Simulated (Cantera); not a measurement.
Feed: 1 mol MgCO₃, 0.054 mol SO₃, 1.4 mol O₂, at 5.80 bar.

Cantera equilibrium calculation (NASA polynomials, part measured and part estimated; ideal gas, pure solids and liquids). Candidate condensed phases: C, Mg, MgCO₃, MgO, MgS, MgSO₄, S; 26 gas species. Mutual solubility and eutectic melting of coexisting phases are not modelled. Rates play no part.

x: gas mole fraction; n: condensed amount in mol.

```csv
T (K),x O₂,x CO₂,x SO₂,x SO₃,x CO,n MgO(s),n MgSO₄(s)
1225,0.583,0.416,0.000979,0.000380,7.02e-9,0.949,0.0507
1275,0.581,0.414,0.00403,0.00107,2.07e-8,0.958,0.0417
1325,0.576,0.406,0.0148,0.00280,5.56e-8,0.989,0.0106
1375,0.575,0.404,0.0192,0.00263,1.40e-7,1.00,0
1425,0.575,0.403,0.0198,0.00202,3.31e-7,1.00,0
1475,0.575,0.403,0.0202,0.00157,7.39e-7,1.00,0
1525,0.575,0.403,0.0205,0.00124,1.56e-6,1.00,0
1575,0.575,0.403,0.0208,0.000986,3.15e-6,1.00,0
1625,0.575,0.403,0.0210,?,?,1.00,0
1675,0.575,0.403,0.0211,?,?,1.00,0
1725,0.575,0.403,0.0212,0.000536,2.02e-5,1.00,0
1775,0.575,0.403,0.0213,0.000447,3.49e-5,1.00,0
1825,0.575,0.403,0.0214,0.000377,5.86e-5,1.00,0
```

Problem. Some entries are withheld; supply them.

Solution. 
- 1625, x SO₃: 0.000796
- 1625, x CO: 6.08e-6
- 1675, x SO₃: 0.000650
- 1675, x CO: 1.13e-5
